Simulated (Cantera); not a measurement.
Input: 1 mol Pb, 16 mol N₂, at 977 °C and 1 atm.

These are equilibrium values from Cantera (NASA tables, ideal gas, pure condensed phases), not measurements of a reactor. Candidate condensed phases: Pb; 4 gas species. Kinetics and transport are ignored.

Base state: N₂ 0.999, Pb 0.00132 (mole fractions); condensed: Pb(l).

**Question.** What changes in the equilibrium state with this change: pressure from 1 atm to 20.0 Pa?

**Answer.** 
```csv
species,before,after
N₂,0.999,0.941
Pb,0.00132,0.0588
"Pb(l), mol",0.979,0
```

**Question.** What changes in the equilibrium state with this change: Pb replaced by PbO?

**Answer.** 
```json
[
 {"species": "N₂", "before": "0.999", "after": "1.000"},
 {"species": "PbO", "before": "0", "after": "0.000180"},
 {"species": "Pb", "before": "0.00132", "after": "3.10e-5"},
 {"species": "O₂", "before": "0", "after": "1.42e-5"},
 {"species": "Pb(l), mol", "before": "0.979", "after": "0"},
 {"species": "PbO(l), mol", "before": "0", "after": "0.997"}
]
```
Gases not in the tables: (PbO)n polymers. Further candidate phases: PbO, PbO₂, Pb₃O₄.
